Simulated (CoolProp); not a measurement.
Vapour-liquid equilibrium of toluene (1) + n-decane (2) at 0.00253 MPa; x and y are mole fractions of (1).

The numbers come from the multi-fluid Helmholtz-energy mixture model, Lemmon 2006 and Lemmon 2006; pair parameters Bell 2016 in CoolProp.

```tsv
x	bubble temperature (K)	y at the bubble point	dew temperature at overall composition x (K)	liquid density (mol/L)
0.05	333.6	0.414	342.1	5.033
0.2	315.4	0.823	339.0	5.541
0.35	305.9	0.920	335.3	6.068
0.5	300.3	0.956	330.9	6.652
0.65	296.7	0.974	325.2	7.323
0.8	293.9	0.986	317.1	8.114
0.95	291.4	0.997	301.4	9.070
```

No azeotrope shows between x = 0.05 and 0.95.

The pair parameters rest on a limited set of measurements; away from them the model extrapolates.
